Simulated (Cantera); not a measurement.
An adiabatic, constant-volume homogeneous reactor starts with 10.8 % CH₄, 18.0 % O₂, 67.5 % N₂, 3.77 % H₂O, at 1473 K and 7500 Torr.

Model: GRI-Mech 3.0 (53 species, 325 reactions), integrated in Cantera. Above 3000 K some thermodynamic fits are extrapolated.

Question: Predict: time of steepest temperature rise; temperature at 0.500 s; equilibrium temperature; x(O₂) at 0.500 s; x(H₂O) at 0.500 s; x(H₂O₂) at 0.500 s.

Answer: 
```json
{
 "time_of_steepest_temperature_rise": "0.264 ms",
 "temperature at 0.500 s": "3077 K",
 "equilibrium_temperature": "3077 K",
 "x(O₂) at 0.500 s": "0.00512 (gas-phase equilibrium 0.00512)",
 "x(H₂O) at 0.500 s": "0.193 (gas-phase equilibrium 0.193)",
 "x(H₂O₂) at 0.500 s": "1.26e-6 (gas-phase equilibrium 1.26e-6)"
}
```
